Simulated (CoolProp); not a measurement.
Properties of benzene along the isotherm 346.85 °C (Tc = 288.9 °C, pc = 4.906 MPa, ω = 0.211).

The numbers come from the reference Helmholtz-energy equation of state, Thol 2012 in CoolProp.

```csv
p (MPa),phase,isothermal compressibility (1/MPa),Prandtl number
0.876,gas,1.196,0.759
1.75,gas,0.6324,[?]
2.63,gas,0.4491,0.774
3.5,gas,0.3650,0.793
4.38,gas,0.3216,0.832
5.26,supercritical,0.3020,0.906
6.13,supercritical,[?],1.04
7.01,supercritical,0.3002,1.29
7.89,supercritical,0.2802,1.67
8.76,supercritical,0.2021,1.99
9.64,supercritical,0.1242,2.10
10.5,supercritical,[?],2.13
11.4,supercritical,0.05845,2.15
12.3,supercritical,0.04457,2.17
```

**Question.** Complete the blanks.

**Answer.** 
- 1.75, Prandtl number: 0.765
- 6.13, isothermal compressibility (1/MPa): 0.2981
- 10.5, isothermal compressibility (1/MPa): 0.08217

Viscosity comes from a separate model (Avgeri 2014). Thermal conductivity comes from a separate model (Assael 2012).
